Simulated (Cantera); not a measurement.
# Thermodynamics of aluminium nitride and oxide growth, feed Al + O2 + N2 + NH3

Feed: 1 mol Al, 2.1 mol O2, 11 mol N2, 0.98 mol NH3, at 7.30 mbar.

These are equilibrium values from Cantera (NASA tables, ideal gas, pure condensed phases), not measurements of a reactor. Candidate condensed phases: Al, AlN, Al2O3, H2O; 35 gas species. Kinetics and transport are ignored.

From 748 K to 2048 K the condensed part is Al2O3(s).

```tsv
T (K)	log p N2	log p H2O	log p O2	log p OH	log p NO	n Al2O3(s)
748	-2.21	-3.10	-3.48	-11.55	-8.57	0.500
848	-2.21	-3.10	-3.48	-10.21	-7.81	0.500
948	-2.21	-3.10	-3.48	-9.16	-7.22	0.500
1048	-2.21	-3.10	-3.48	-8.30	-6.74	0.500
1148	-2.21	-3.10	-3.48	-7.60	-6.34	0.500
1248	-2.21	-3.10	-3.48	-7.00	-6.01	0.500
1348	-2.21	-3.10	-3.48	-6.50	-5.73	0.500
1448	-2.21	-3.10	-3.48	-6.06	-5.48	0.500
1548	-2.21	-3.10	-3.48	-5.68	-5.27	0.500
1648	-2.21	-3.10	-3.49	-5.35	-5.08	0.500
1748	-2.21	-3.11	-3.49	-5.06	-4.92	0.500
1848	-2.21	-3.11	-3.50	-4.80	-4.78	0.500
1948	-2.21	-3.12	-3.50	-4.57	-4.65	0.500
2048	-2.21	-3.13	-3.51	-4.36	-4.53	0.500
```
log p: log10 of the partial pressure in bar; n: condensed amount in mol.
